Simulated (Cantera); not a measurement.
An isothermal, constant-pressure homogeneous reactor starts with C2H6 : N2 = 1 : 11 (molar parts), at 1550 K and 1.00 bar.

Model: GRI-Mech 3.0 (53 species, 325 reactions), integrated in Cantera. GRI-Mech 3.0 stops at C3 and has no aromatics, soot or wall deposition, so with more carbon than oxygen in the feed, carbon stays in small species such as C2H2 where larger ones or solid carbon would form.

One state of this run: x C2H6 = 7.91e-6; x HCN = 1.57e-7; x C2H4 = 0.00126; x H = 9.00e-6; x CH2 = 2.36e-9; x C2H = 1.24e-8. x: mole fraction; the columns are a selection and need not sum to one.

### Question
Which value of t (s) does it belong to?
(A) 0.000120
(B) 0.334
(C) 0.107
(D) 3.86e-5

### Answer
C, 0.107
